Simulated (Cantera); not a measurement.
Input: 1 mol Pb, 1.2 mol O2, 0.28 mol N2, at 1177 °C.

These are equilibrium values from Cantera (NASA tables, ideal gas, pure condensed phases), not measurements of a reactor. Candidate condensed phases: Pb, PbO, PbO2, Pb3O4; 12 gas species. Gases not in the tables: (PbO)n polymers. Equilibrium is a limit: real reactors are often held back by kinetics, nucleation or transport.

Q: Which condensed phases are stable at each of these points (P (Pa)): 10, 52, 270, 1400, 7200, 37000, 190000, 1000000?

A: 
```json
[
 {"P (Pa)": "10", "condensed phases": "gas only", "Pb condensed (%)": "0.0"},
 {"P (Pa)": "52", "condensed phases": "gas only", "Pb condensed (%)": "0.0"},
 {"P (Pa)": "270", "condensed phases": "gas only", "Pb condensed (%)": "0.0"},
 {"P (Pa)": "1400", "condensed phases": "PbO(l)", "Pb condensed (%)": "49.1"},
 {"P (Pa)": "7200", "condensed phases": "PbO(l)", "Pb condensed (%)": "93.3"},
 {"P (Pa)": "37000", "condensed phases": "PbO(l)", "Pb condensed (%)": "98.8"},
 {"P (Pa)": "190000", "condensed phases": "PbO(l)", "Pb condensed (%)": "99.8"},
 {"P (Pa)": "1000000", "condensed phases": "PbO(l)", "Pb condensed (%)": "100.0"}
]
```

From 10.0 Pa to 2.70 mbar nothing is condensed. From 14.0 mbar to 10.0 bar the condensed part is PbO(l).
